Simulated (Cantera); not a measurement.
A closed system holds: 1 mol PbS, a varied amount of H2, at 925 °C and 1.50 bar.

Equilibrium computed with Cantera from the NASA thermochemical tables; the gas is ideal and each condensed phase is pure. Candidate condensed phases: Pb, PbS, S; 10 gas species. Mutual solubility and eutectic melting of coexisting phases are not modelled. Rates play no part.

Q: At 6.3 mol H2, list the 4 most abundant gas species with their mole fractions, and the condensed phases.

A: H2 0.927, H2S 0.0677, PbS 0.00439, Pb 0.000417. Condensed: Pb(l) + PbS(s).
